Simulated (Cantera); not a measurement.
Source: NASA polynomial tables (part measured, part estimated), evaluated in Cantera. Values are per mole of reaction as written; species without (g) are pure solids or liquids, kept so even where they would boil at 1 bar. ZrN: taken at fixed stoichiometry.

Task: Between 2098 and 2298 K, where is each reaction favourable under standard conditions?
- 2 ZrN + 4 N2O(g) ⇌ 2 ZrO2(g) + 5 N2(g)

Result: 
- 2 ZrN + 4 N2O(g) ⇌ 2 ZrO2(g) + 5 N2(g): ΔG° is -1243 kJ at 2098 K and -1337 kJ at 2298 K; it stays negative (K > 1). ΔH° is -274 kJ and ΔS° 462 J/K at 2298 K.
